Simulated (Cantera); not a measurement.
Input: 1 mol FeS, 1.3 mol SO₃, 5.4 mol N₂, equilibrated at 1923.15 K and 0.240 bar.

Cantera equilibrium calculation (NASA polynomials, part measured and part estimated; ideal gas, pure solids and liquids). Candidate condensed phases: Fe, FeO, FeS, FeSO₄, FeS₂, Fe₂O₃, Fe₂(SO₄)₃, Fe₃O₄, S; 19 gas species. The tables' stoichiometric FeO is somewhat more stable than real wüstite, so its field is too wide. FeO: taken at fixed stoichiometry. Rates play no part.

Base state: N₂ 0.738, SO₂ 0.187, S₂ 0.0512, SO 0.0214, S₂O 0.00151, S 0.000870, Fe 7.20e-5, NO 1.67e-5 (mole fractions); condensed: FeO(l).

### Question
What changes in the equilibrium state with this change: temperature from 1923.15 K to 925 K?

### Answer
```json
[
 {"species": "N₂", "before": "0.738", "after": "0.761"},
 {"species": "SO₂", "before": "0.187", "after": "0.232"},
 {"species": "S₂", "before": "0.0512", "after": "0.00691"},
 {"species": "SO", "before": "0.0214", "after": "3.99e-6"},
 {"species": "Fe", "before": "7.20e-5", "after": "<1e-9"},
 {"species": "S", "before": "0.000870", "after": "<1e-9"},
 {"species": "NO", "before": "1.67e-5", "after": "<1e-9"},
 {"species": "S₂O", "before": "0.00151", "after": "0.000489"},
 {"species": "FeO(l), mol", "before": "0.999", "after": "0"},
 {"species": "FeS(s), mol", "before": "0", "after": "0.548"},
 {"species": "Fe₃O₄(s), mol", "before": "0", "after": "0.151"}
]
```
FeS: taken at fixed stoichiometry. Gases not in the tables: S₃ to S₇.

### Question
What changes in the equilibrium state with this change: temperature from 1923.15 K to 1700 K?

### Answer
```tsv
species	before	after
N₂	0.738	0.741
SO₂	0.187	0.194
S₂	0.0512	0.0549
SO	0.0214	0.00821
Fe	7.20e-5	1.73e-6
NO	1.67e-5	1.79e-6
S	0.000870	0.000151
S₂O	0.00151	0.00168
FeO(l), mol	0.999	1.000
```
